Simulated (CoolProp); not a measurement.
The fluid at 506.75 K and 9.26 MPa flows at 0.059 m/s in a round tube of 25 mm bore and 1.5 µm roughness, fully developed (64/Re and Nu = 3.66 if laminar; Colebrook and Gnielinski if turbulent). The same conditions are run with several fluids, on thermodynamics alone (safety and materials aside).

Values from CoolProp's reference Helmholtz-energy equation of state of each fluid (n-heptane: Span 2003; n-hexane: Thol 2019; benzene: Thol 2012; water: Wagner 2002; ethylbenzene: Zhou 2012).

**Question.** Rank n-heptane, n-hexane, benzene, water, ethylbenzene by Reynolds number, highest first.

**Answer.** water (10500), n-hexane (9240), benzene (8860), n-heptane (7980), ethylbenzene (7260)

```
fluid         Darcy friction factor  pressure drop (Pa/m)  heat-transfer coefficient (W/(m² K))  mass flow (kg/h)
------------  ---------------------  --------------------  ------------------------------------  ----------------
n-heptane                    0.0329                  1.14                                   160              52.0
n-hexane                     0.0316                 0.990                                   172              46.9
benzene                      0.0320                  1.42                                   177              66.6
water                        0.0306                  1.76                                   859              86.4
ethylbenzene                 0.0338                  1.60                                   166              70.9
```

Transport values come from each fluid's own correlations; those of ethylbenzene are estimates that may be off by 10 % or more.
